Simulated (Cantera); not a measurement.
Feed: 1 mol Si, 9.3 mol HCl, 3.3 mol H2, held at 1200 °C and 0.700 bar.

These are equilibrium values from Cantera (NASA tables, ideal gas, pure condensed phases), not measurements of a reactor. Candidate condensed phases: Si; 19 gas species. The tables' values for SiCl3 are old estimates; treat these amounts as uncertain. Kinetics and transport are ignored.

Base state: HCl 0.479, H2 0.435, SiCl4 0.0637, SiCl3 0.0103, SiCl2 0.00572, SiHCl3 0.00544, SiH2Cl2 7.29e-5 (mole fractions); condensed: gas only.

Problem. What changes in the equilibrium state with this change: pressure from 0.700 bar to 1.33 mbar?

Solution. 
| species | before | after |
|---|---|---|
| HCl | 0.479 | 0.570 |
| H2 | 0.435 | 0.350 |
| SiCl2 | 0.00572 | 0.0698 |
| SiCl4 | 0.0637 | 0.00261 |
| SiCl3 | 0.0103 | 0.00730 |
| SiH2Cl2 | 7.29e-5 | 1.36e-6 |
| SiHCl3 | 0.00544 | 0.000150 |
